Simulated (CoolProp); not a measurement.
Normal hydrogen along the isotherm -233.05 °C: fugacity coefficient from the reference equation and from simpler models built on Tc = -240.0 °C, pc = 1296 kPa, ω = -0.219; each cubic takes its own stable root.

Model: reference Helmholtz-energy equation of state, Leachman 2009, in CoolProp.

```
p (kPa)          phase  reference  Redlich-Kwong  Soave-Redlich-Kwong
-------  -------------  ---------  -------------  -------------------
720                gas     0.8944         0.8960               0.8854
1440     supercritical     0.7930         0.7992               0.7780
2160     supercritical     0.6960         0.7109               0.6780
2880     supercritical     0.6092         0.6355               0.5933
3600     supercritical     0.5441         0.5778               0.5318
4320     supercritical     0.4984         0.5360               0.4887
5040     supercritical     0.4660         0.5057               0.4580
5760     supercritical     0.4426         0.4835               0.4357
6480     supercritical     0.4256         0.4673               0.4193
```
